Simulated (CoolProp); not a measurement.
Saturation properties of c-C4F8 (RC318) (Tc = 388.4 K, pc = 2778 kPa, ω = 0.355).

The numbers come from the reference Helmholtz-energy equation of state, Platzer 1990 in CoolProp. This equation is an older, rougher fit; its heat capacities, sound speeds and derivatives of the liquid may be far off and weren't checked against measurements.

```csv
T (K),p (kPa),vapour density (kg/m³),surface tension (mN/m),liquid conductivity (mW/(m K))
279.6,164.9,15.14,10.3,69.8
290,238.8,21.59,9.11,67.3
300.3,334.6,29.97,7.93,64.7
310.7,458.2,40.94,6.78,61.9
321,611.8,54.91,5.68,59.0
331.4,802.9,73.04,4.60,56.0
341.7,1033,96.28,3.59,53.0
352.1,1312,127.2,2.62,49.9
```

It boils at 267.2 K under 1 atm.

Thermal conductivity comes from a separate model (Huber 2003), an estimate that may be off by 10 % or more. Surface tension comes from a separate correlation (Mulero 2012).
